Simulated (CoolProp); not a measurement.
Properties of cyclopentane along the isobar 117 bar (Tc = 238.6 °C, pc = 45.83 bar, ω = 0.202).

Model: reference Helmholtz-energy equation of state, Gedanitz 2015, in CoolProp.

```csv
T (°C),phase,Z,cp (kJ/(kg K)),fugacity coefficient
216.45,liquid,0.3728,2.791,0.2687
225.05,liquid,0.3750,[?],0.2919
233.75,liquid,0.3781,2.908,0.3160
242.35,supercritical,0.3819,2.971,0.3402
250.95,supercritical,0.3868,[?],0.3648
259.55,supercritical,0.3930,3.117,0.3896
268.25,supercritical,0.4007,3.201,[?]
276.85,supercritical,0.4102,3.292,0.4396
```

Question: Complete the blanks.

Answer: 
- 225.05, cp (kJ/(kg K)): 2.847
- 250.95, cp (kJ/(kg K)): 3.041
- 268.25, fugacity coefficient: 0.4148
